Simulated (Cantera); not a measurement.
A freely propagating, adiabatic, planar premixed flame of 62.1 % H2, 7.98 % O2, 29.9 % N2, equivalence ratio 3.9, unburnt at 600 K and 820000 Pa; mixture-averaged transport, grid criteria slope 0.08 and curve 0.16, no radiation.

Detailed kinetics in Cantera: the H2/O2 subset of GRI-Mech 3.0, which has no nitrogen chemistry. The hydrogen kinetics of GRI-Mech 3.0 are dated; newer H2 mechanisms differ, most at raised pressure. Burning velocities carry a grid error of a few per cent, more on coarse grids.

x: mole fraction of selected species; z is measured from the peak of heat release.

| z (mm) | T (K) | u (m/s) | x H2 | x O2 | x OH | x H | x H2O2 | x O |
|---|---|---|---|---|---|---|---|---|
| -0.127 | 600 | 4.91 | 0.621 | 0.0798 | <1e-8 | <1e-8 | <1e-8 | <1e-8 |
| -0.0849 | 600 | 4.91 | 0.621 | 0.0798 | <1e-8 | <1e-8 | <1e-8 | <1e-8 |
| -0.0637 | 602 | 4.92 | 0.620 | 0.0798 | <1e-8 | <1e-8 | [?] | <1e-8 |
| -0.0424 | 611 | 4.98 | 0.619 | 0.0802 | <1e-8 | <1e-8 | 8.36e-7 | 1.89e-8 |
| -0.0212 | 737 | 5.84 | 0.603 | 0.0798 | 2.72e-5 | 0.000103 | 4.04e-5 | 7.53e-6 |
| -0.0106 | 992 | 7.66 | 0.576 | 0.0699 | 0.000214 | 0.00192 | 6.80e-5 | 7.43e-5 |
| 0 | 1291 | 9.83 | 0.541 | 0.0477 | 0.000385 | 0.00836 | 2.69e-5 | 0.000255 |
| 0.0106 | 1497 | 11.4 | 0.511 | 0.0244 | 0.000484 | 0.0160 | 5.50e-6 | 0.000290 |
| 0.0212 | 1608 | 12.2 | 0.495 | 0.0105 | 0.000456 | 0.0198 | 1.90e-6 | 0.000170 |
| 0.0424 | 1697 | 12.9 | 0.487 | 0.00183 | 0.000377 | 0.0191 | 4.54e-7 | 3.84e-5 |
| 0.0849 | 1756 | 13.3 | 0.489 | 0.000116 | 0.000291 | 0.0138 | 7.10e-8 | 7.66e-6 |
| 0.170 | 1797 | 13.5 | 0.493 | [?] | [?] | [?] | [?] | [?] |
| 0.340 | 1823 | 13.7 | 0.496 | 2.04e-7 | 0.000114 | 0.00470 | <1e-8 | 8.36e-7 |

Task: Some entries are withheld; supply them.

Result: 
- -0.0637, x H2O2: 6.00e-8
- 0.170, x O2: 3.57e-6
- 0.170, x OH: 0.000194
- 0.170, x H: 0.00846
- 0.170, x H2O2: 1.83e-8
- 0.170, x O: 2.62e-6
